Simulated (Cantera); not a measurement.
Feed: 1 mol SiHCl₃, 0.46 mol C₃H₈, 1100 mol H₂, equilibrated at 1.33 mbar.

Cantera equilibrium calculation (NASA polynomials, part measured and part estimated; ideal gas, pure solids and liquids). Candidate condensed phases: C, C₆H₆, C₇H₈, C₈H₁₈, Si, SiC; 109 gas species. The numbers say what is thermodynamically allowed, not how fast it happens. All values below are at 852 °C.

Base state: H₂ 0.997, HCl 0.00272, CH₄ 3.83e-5 (mole fractions); condensed: C(graphite) + SiC(s).

Question: What changes in the equilibrium state with this change: pressure from 1.33 mbar to 68.0 mbar?

Answer: 
| species | before | after |
|---|---|---|
| H₂ | 0.997 | 0.997 |
| HCl | 0.00272 | 0.00272 |
| CH₄ | 3.83e-5 | 0.000344 |
| C(graphite), mol | 0.338 | 0 |
| SiC(s), mol | 1.000 | 1.000 |
